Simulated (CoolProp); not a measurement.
Properties of hexamethyldisiloxane (MM) at several states.

The numbers come from the reference Helmholtz-energy equation of state, Thol 2016 in CoolProp.

```
T (K)  p (kPa)   phase  density (kg/m³)  cp (kJ/(kg K))  speed of sound (m/s)  expansivity (1/kK)  fugacity coefficient
-----  -------  ------  ---------------  --------------  --------------------  ------------------  --------------------
223.3      245  liquid            836.6           1.745                  1157               1.212             0.0001009
417.9      105     gas              [?]           1.834                 142.4               2.791                   [?]
613.9     10.5     gas           0.3344           2.256                 179.2               1.636                0.9990
295.1     2170  liquid            766.0             [?]                 905.1                 [?]              0.002631
223.4     5210  liquid              [?]           1.742                  1189               1.171              8.039e-6
274.4     15.8  liquid            784.3             [?]                   [?]               1.316               0.09264
```

Question: Some entries are withheld; supply them.

Answer: 
- 417.9, density (kg/m³): 5.127
- 417.9, fugacity coefficient: 0.9589
- 295.1, cp (kJ/(kg K)): 1.888
- 295.1, expansivity (1/kK): 1.340
- 223.4, density (kg/m³): 841.1
- 274.4, cp (kJ/(kg K)): 1.841
- 274.4, speed of sound (m/s): 959.5
